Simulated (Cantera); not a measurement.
Charge: 1 mol PbO, 1.1 mol C, 0.74 mol CO, 3.6 mol CH4, at 0.0550 bar.

Equilibrium computed with Cantera from the NASA thermochemical tables; the gas is ideal and each condensed phase is pure. Candidate condensed phases: C, C6H6, C7H8, C8H18, H2O, Pb, PbO, PbO2, Pb3O4; 113 gas species. The numbers say what is thermodynamically allowed, not how fast it happens.

**Question.** What share of the Pb ends up in condensed phases as a function of T (K), at 875, 1025, 1175, 1325, 1475, 1625, 1775, 1925, 2075?

**Answer.** 
```json
[
 {"T (K)": "875", "Pb condensed (%)": "100.0", "as": "Pb(l)"},
 {"T (K)": "1025", "Pb condensed (%)": "99.6", "as": "Pb(l)"},
 {"T (K)": "1175", "Pb condensed (%)": "92.9", "as": "Pb(l)"},
 {"T (K)": "1325", "Pb condensed (%)": "37.3", "as": "Pb(l)"},
 {"T (K)": "1475", "Pb condensed (%)": "0.0", "as": "-"},
 {"T (K)": "1625", "Pb condensed (%)": "0.0", "as": "-"},
 {"T (K)": "1775", "Pb condensed (%)": "0.0", "as": "-"},
 {"T (K)": "1925", "Pb condensed (%)": "0.0", "as": "-"},
 {"T (K)": "2075", "Pb condensed (%)": "0.0", "as": "-"}
]
```
